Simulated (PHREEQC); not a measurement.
# Hard or scaling water (model solution)

Make-up at 25 °C: 0.024 mol MgCl2, 6.9e-05 mol NaHCO3 and 0.0031 mol KCl per kg of water. Closed to the air; pH follows from the charge balance.

The numbers come from PHREEQC with the Pitzer model, pitzer.dat.

No solid was allowed to form.

Task: What pH, specific conductance, osmotic coefficient does the model give?

Result: pH 7.63; specific conductance 5340 µS/cm; osmotic coefficient 0.886.

Task: In which forms is C present?

Result: HCO3- 95 %, CO2 3.7 %, MgCO3 1.2 % of the C.

Complexes and solids missing from the database can't appear.
